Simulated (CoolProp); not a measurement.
Properties of o-xylene along the isotherm 246.75 °C (Tc = 357.1 °C, pc = 3.737 MPa, ω = 0.312).

Computed with CoolProp (reference Helmholtz-energy equation of state, Zhou 2012).

```tsv
p (MPa)	phase	Z	cv (kJ/(kg K))	expansivity (1/kK)	viscosity (µPa s)	fugacity coefficient
4.15	liquid	0.1526	2.072	1.843	140	0.1916
8.31	liquid	0.2994	2.066	1.601	151	0.1113
12.5	liquid	0.4430	2.063	1.438	161	0.08595
16.6	liquid	0.5803	2.061	1.320	169	0.07477
20.8	liquid	0.7182	2.060	1.227	178	0.06905
24.9	liquid	0.8507	2.059	1.154	186	0.06640
29.1	liquid	0.9844	2.059	1.091	194	0.06553
33.2	liquid	1.113	2.059	1.040	201	0.06594
37.4	liquid	1.244	2.059	0.9939	209	0.06735
```

Viscosity comes from a separate model (Cao 2016).
